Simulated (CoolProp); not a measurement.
A closed Brayton cycle with nitrogen: compressor inlet 332.15 K and 6 MPa, high pressure 13.3 MPa, turbine inlet 640 K, compressor efficiency 0.8, turbine efficiency 0.85, recuperator effectiveness 0 (on enthalpy, no pinch check). Each further row changes one setting.

The numbers come from the reference Helmholtz-energy equation of state, Span 2000 in CoolProp.

| case | thermal efficiency (%) | net work (kJ/kg) | compressor to turbine work | compressor exit (K) | turbine exit (K) |
|---|---|---|---|---|---|
| as stated | 2.8 | 6.27 | 0.95 | 439.1 | 531.6 |
| turbine inlet 590 K | -1.9 | ? | 1.0 | 439.1 | 489.0 |
| compressor inlet 342.15 K | 1.3 | 2.64 | 0.98 | ? | 531.6 |
| high pressure 11.3 MPa | 3.8 | ? | ? | ? | ? |
| recuperator effectiveness 0.5 | ? | 6.27 | 0.95 | 439.1 | 531.6 |

### Question
Some entries are withheld; supply them.

### Answer

- turbine inlet 590 K, net work (kJ/kg): -3.24
- compressor inlet 342.15 K, compressor exit (K): 452.2
- high pressure 11.3 MPa, net work (kJ/kg): 9.43
- high pressure 11.3 MPa, compressor to turbine work: 0.90
- high pressure 11.3 MPa, compressor exit (K): 415.1
- high pressure 11.3 MPa, turbine exit (K): 552.1
- recuperator effectiveness 0.5, thermal efficiency (%): 3.6
